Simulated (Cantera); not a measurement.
Standard-state values (1 bar) from the NASA 1993 polynomials, evaluated with Cantera. Values are per mole of reaction as written; species without (g) are pure solids or liquids, kept so even where they would boil at 1 bar.

**Question.** Between 1873 and 2473 K, where is each reaction favourable under standard conditions?
- 2 SiC₂(g) ⇌ Si₂C(g) + 3 C

**Answer.** 
- 2 SiC₂(g) ⇌ Si₂C(g) + 3 C: ΔG° is -288 kJ at 1873 K and -162 kJ at 2473 K; it stays negative (K > 1). ΔH° is -677 kJ and ΔS° -208 J/K at 2473 K.
